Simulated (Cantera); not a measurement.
Input: 1 mol CuO, 1.5 mol C, 7.9 mol H2, held at 2373.15 K and 4.20 bar.

Method: chemical equilibrium by Gibbs-energy minimisation in Cantera with the NASA 1993 tables (ideal gas, pure condensed phases). Candidate condensed phases: C, C6H6, C7H8, C8H18, Cu, CuO, Cu(OH)2, Cu2O, H2O; 113 gas species. Rates play no part.

Base state: H2 0.859, CO 0.110, Cu 0.0187, H 0.00632, C2H2 (acetylene) 0.00529, CH4 0.000578, Cu2 0.000220, CH3 7.87e-5 (mole fractions); condensed: C(graphite) + Cu(l).

Q: What changes in the equilibrium state with this change: pressure from 4.20 bar to 7.10 bar?

A: 
```
species             before     after
----------------  --------  --------
H2                   0.859     0.866
CO                   0.110     0.111
Cu                  0.0187    0.0111
H                  0.00632   0.00488
H2O                1.34e-5   2.31e-5
CH4               0.000578  0.000994
C2H4               2.23e-5   3.83e-5
Cu2               0.000220  0.000130
C(graphite), mol     0.397     0.393
Cu(l), mol           0.826     0.898
```

Q: What changes in the equilibrium state with this change: temperature from 2373.15 K to 2150 K?

A: 
```json
[
 {"species": "H2", "before": "0.859", "after": "0.880"},
 {"species": "CO", "before": "0.110", "after": "0.112"},
 {"species": "Cu", "before": "0.0187", "after": "0.00374"},
 {"species": "H", "before": "0.00632", "after": "0.00193"},
 {"species": "C4H2", "before": "1.34e-5", "after": "1.34e-6"},
 {"species": "Cu2", "before": "0.000220", "after": "2.47e-5"},
 {"species": "C2H2 (acetylene)", "before": "0.00529", "after": "0.00170"},
 {"species": "H2O", "before": "1.34e-5", "after": "2.79e-5"},
 {"species": "C(graphite), mol", "before": "0.397", "after": "0.460"},
 {"species": "Cu(l), mol", "before": "0.826", "after": "0.966"}
]
```

Q: What changes in the equilibrium state with this change: CuO replaced by Fe2O3?

A: 
```
species             before     after
----------------  --------  --------
H2                   0.859     0.680
CO                   0.110     0.153
H2O                1.34e-5     0.152
Cu                  0.0187         0
Fe                       0   0.00286
C2H2 (acetylene)   0.00529     <1e-9
Cu2               0.000220         0
Fe(OH)2                  0  0.000111
C(graphite), mol     0.397         0
Cu(l), mol           0.826         0
Fe(l), mol               0      1.97
```
Further candidate phases: Fe, Fe(CO)5, FeO, Fe(OH)2, Fe(OH)3, Fe2O3, Fe3O4.
